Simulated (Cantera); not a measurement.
An isothermal, constant-pressure homogeneous reactor starts with NO : N₂ = 1 : 0.39 (molar parts), at 2000 K and 9.75 Torr. Integrator tolerance rtol = 1e-08.

Computed with Cantera and GRI-Mech 3.0 (53 species, 325 reactions). Radical loss at walls, strong at low pressure, is not modelled.

Q: What does this change do: temperature 2000 to 1775 K?

A: 
```json
[
 {"quantity": "x(NO) at 3.00 s", "before": "0.585 (gas-phase equilibrium 0.00895)", "after": "0.710 (gas-phase equilibrium 0.00449)"},
 {"quantity": "x(N₂) at 3.00 s", "before": "0.347 (gas-phase equilibrium 0.635)", "after": "0.285 (gas-phase equilibrium 0.638)"},
 {"quantity": "x(NO₂) at 3.00 s", "before": "6.04e-5 (gas-phase equilibrium 2.28e-6)", "after": "3.54e-5 (gas-phase equilibrium 1.76e-6)"},
 {"quantity": "x(O) at 3.00 s", "before": "0.00176 (gas-phase equilibrium 0.00351)", "after": "0.000130 (gas-phase equilibrium 0.000505)"},
 {"quantity": "x(N₂O) at 3.00 s", "before": "9.16e-5 (gas-phase equilibrium 5.15e-8)", "after": "0.000169 (gas-phase equilibrium 2.66e-8)"}
]
```

Q: What does this change do: pressure from 9.75 Torr to 900 Torr?

A: 
```tsv
quantity	before	after
x(NO) at 3.00 s	0.585 (gas-phase equilibrium 0.00895)	0.0268 (gas-phase equilibrium 0.00898)
x(N₂) at 3.00 s	0.347 (gas-phase equilibrium 0.635)	0.627 (gas-phase equilibrium 0.636)
x(NO₂) at 3.00 s	6.04e-5 (gas-phase equilibrium 2.28e-6)	6.48e-5 (gas-phase equilibrium 2.20e-5)
x(O) at 3.00 s	0.00176 (gas-phase equilibrium 0.00351)	0.000362 (gas-phase equilibrium 0.000366)
x(N₂O) at 3.00 s	9.16e-5 (gas-phase equilibrium 5.15e-8)	7.54e-7 (gas-phase equilibrium 4.97e-7)
```
